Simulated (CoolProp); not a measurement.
Saturated liquid density (kg/m³) of ethanol: the reference equation beside estimates from Tc = 241.6 °C, pc = 62.68 bar, ω = 0.644.

The numbers come from the reference Helmholtz-energy equation of state, Schroeder 2014 in CoolProp.

```csv
T (°C),reference,van der Waals,Redlich-Kwong,Peng-Robinson
47.55,765.3,409.3,600.7,732.8
60.75,753.3,[?],587.3,720.6
74.05,[?],393.5,573.1,707.3
87.25,727.5,385.1,[?],692.8
100.45,713.5,[?],542.5,677.1
113.75,698.4,366.8,525.7,659.6
126.95,682.0,357.0,508.0,640.6
140.25,663.9,346.4,489.0,[?]
153.45,644.0,335.1,468.7,595.6
166.65,[?],323.0,446.7,569.0
```

Q: Some entries are withheld; supply them.

A: 
- 60.75, van der Waals: 401.6
- 74.05, reference: 740.7
- 87.25, Redlich-Kwong: 558.2
- 100.45, van der Waals: 376.2
- 140.25, Peng-Robinson: 619.2
- 166.65, reference: 622.1

Absolute difference from the reference over all 10 rows, mean and median: van der Waals 47.3 and 47.4 %, Redlich-Kwong 24.5 and 24.3 %, Peng-Robinson 5.7 and 5.3 %.
